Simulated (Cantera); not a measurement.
A Cantera script and its output.

```python
import numpy as np
import cantera as ct

gas = ct.Solution("gri30.yaml")
gas.TPX = 800, 101325, {'CH4': 1, 'O2': 1.82, 'N2': 11.6, 'CO2': 0.92}
inlet = ct.Reservoir(gas, clone=True)
gas.equilibrate("HP")  # start burning
reactor = ct.IdealGasConstPressureReactor(gas, energy="on", clone=False)
exhaust = ct.Reservoir(gas, clone=True)
tau = [0.03, 0.016, 0.0084, 0.0045, 0.0024, 0.0013, 0.00067, 0.00035, 0.00019, 0.0001, 5.3e-05, 2.8e-05][0]
for a, b in ((inlet, reactor), (reactor, exhaust)):
    ct.MassFlowController(a, b, mdot=lambda t: reactor.mass / tau)
net = ct.ReactorNet([reactor])
show = ['CH4', 'O2', 'HCN', 'N2O', 'H', 'NO2', 'CO']

rows = []
print(f"{'tau/s':>10s}{'T/K':>9s}" + "".join(f"{s:>11s}" for s in show))
for tau in [0.03, 0.016, 0.0084, 0.0045, 0.0024, 0.0013, 0.00067, 0.00035, 0.00019, 0.0001, 5.3e-05, 2.8e-05]:
    net.initial_time = 0.0
    net.advance(30 * tau)
    before = gas.X
    net.advance(40 * tau)
    drift = np.max(np.abs(gas.X - before) / (gas.X + 1e-9))
    rows.append([gas.T, *gas[show].X, drift])
    print(f"{tau:10.3e}{gas.T:9.1f}" + "".join(f"{x:11.3e}" for x in gas[show].X))
```

It prints:

```
     tau/s      T/K        CH4         O2        HCN        N2O          H        NO2         CO
 3.000e-02   1934.0  1.677e-05  2.214e-03  1.087e-06  5.461e-08  9.995e-04  1.280e-08  2.216e-02
 1.600e-02   1917.7  2.479e-05  3.027e-03  1.259e-06  6.089e-08  1.315e-03  1.278e-08  2.337e-02
 8.400e-03   1897.3  3.787e-05  4.048e-03  1.438e-06  6.588e-08  1.741e-03  1.208e-08  2.484e-02
 4.500e-03   1874.0  5.857e-05  5.217e-03  1.621e-06  6.919e-08  2.268e-03  1.086e-08  2.645e-02
 2.400e-03   1847.2  9.370e-05  6.574e-03  1.837e-06  7.111e-08  2.914e-03  9.296e-09  2.824e-02
 1.300e-03   1818.4  1.538e-04  8.091e-03  2.124e-06  7.173e-08  3.617e-03  7.679e-09  3.013e-02
 6.700e-04   1784.3  2.784e-04  1.006e-02  2.619e-06  7.098e-08  4.344e-03  6.031e-09  3.239e-02
 3.500e-04   1746.6  5.505e-04  1.276e-02  3.531e-06  6.817e-08  4.741e-03  4.619e-09  3.516e-02
 1.900e-04   1689.9  1.478e-03  1.848e-02  5.615e-06  5.862e-08  3.877e-03  3.430e-09  3.974e-02
 1.000e-04    800.0  6.519e-02  1.186e-01 -2.050e-20 -1.378e-22  2.446e-19 -2.396e-21 -1.370e-16
 5.300e-05    800.0  6.519e-02  1.186e-01  2.810e-26  1.206e-23  1.343e-19  3.285e-27  2.849e-22
 2.800e-05    800.0  6.519e-02  1.186e-01 -9.799e-32  4.703e-24  7.583e-20 -1.145e-32  2.677e-23
```

Model: GRI-Mech 3.0 (53 species, 325 reactions), integrated in Cantera.
